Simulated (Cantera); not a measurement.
Input: 1 mol Fe2O3, 0.51 mol C, a varied amount of CO, equilibrated at 1800 K and 1 atm.

These are equilibrium values from Cantera (NASA tables, ideal gas, pure condensed phases), not measurements of a reactor. Candidate condensed phases: C, Fe, Fe(CO)5, FeO, Fe2O3, Fe3O4; 15 gas species. The tables' stoichiometric FeO is somewhat more stable than real wüstite, so its field is too wide. FeO: taken at fixed stoichiometry. The numbers say what is thermodynamically allowed, not how fast it happens.

x: gas mole fraction; n: condensed amount in mol.

```tsv
n(CO) (mol)	x CO2	x CO	x Fe	x O2	x O	x FeO	n FeO(l)
0.014	0.935	0.0649	2.41e-7	___	3.56e-7	1.55e-7	2.00
0.027	0.912	0.0875	3.33e-7	___	2.58e-7	1.55e-7	2.00
0.051	0.873	0.127	5.02e-7	___	1.71e-7	1.55e-7	2.00
0.098	0.806	0.194	8.35e-7	___	1.03e-7	1.55e-7	2.00
0.19	0.700	0.300	1.49e-6	___	5.77e-8	1.55e-7	2.00
0.36	0.563	0.437	2.69e-6	___	3.19e-8	1.55e-7	2.00
0.69	0.408	0.592	5.02e-6	___	1.71e-8	1.55e-7	2.00
1.3	0.271	0.729	9.34e-6	___	9.17e-9	1.55e-7	2.00
2.5	0.163	0.837	1.78e-5	___	4.81e-9	1.55e-7	2.00
```

**Question.** What belongs in the gaps?

**Answer.** 
- 0.014, x O2: 8.67e-6
- 0.027, x O2: 4.54e-6
- 0.051, x O2: 1.99e-6
- 0.098, x O2: 7.20e-7
- 0.19, x O2: 2.27e-7
- 0.36, x O2: 6.95e-8
- 0.69, x O2: 1.99e-8
- 1.3, x O2: 5.76e-9
- 2.5, x O2: 1.58e-9
